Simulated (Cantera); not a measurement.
## Hydrocarbon pyrolysis for carbon deposition

An isothermal, constant-pressure homogeneous reactor starts with 1.32 % C2H6, 98.7 % N2, at 1298 K and 101000 Pa.

Model: GRI-Mech 3.0 (53 species, 325 reactions), integrated in Cantera. GRI-Mech 3.0 stops at C3 and has no aromatics, soot or wall deposition, so with more carbon than oxygen in the feed, carbon stays in small species such as C2H2 where larger ones or solid carbon would form.

```csv
t (s),x C2H6,x CH2,x CH4,x H2,x H
1.00e-6,0.0132,<1e-12,5.56e-10,1.00e-10,3.13e-10
2.96e-6,0.0132,<1e-12,4.86e-9,9.70e-10,1.20e-9
8.77e-6,0.0132,2.73e-12,4.24e-8,1.68e-8,8.78e-9
2.60e-5,0.0132,6.08e-11,3.64e-7,4.27e-7,7.83e-8
7.70e-5,0.0131,1.07e-9,2.98e-6,1.06e-5,6.24e-7
0.000228,0.0129,8.10e-9,2.14e-5,0.000169,2.50e-6
0.000675,0.0120,1.30e-8,0.000111,0.000998,3.33e-6
0.00200,0.00935,1.16e-8,0.000397,0.00342,3.77e-6
0.00592,0.00401,6.78e-9,0.00111,0.00876,4.49e-6
0.0175,0.000427,9.33e-10,0.00176,0.0143,2.90e-6
0.0520,2.98e-5,6.49e-11,0.00188,0.0170,9.25e-7
0.154,4.18e-6,9.16e-12,0.00190,0.0187,3.79e-7
0.456,1.84e-6,4.28e-12,0.00191,0.0204,2.80e-7
1.35,7.99e-7,2.28e-12,0.00193,0.0218,2.16e-7
4.00,5.60e-7,1.83e-12,0.00195,0.0221,1.95e-7
```
x: mole fraction; the columns are a selection and need not sum to one.

Equilibrium at this temperature and pressure: C2H6 1.86e-7, CH2 1.07e-12, CH4 0.00178, H2 0.0229, H 1.62e-7 (gas phase only).
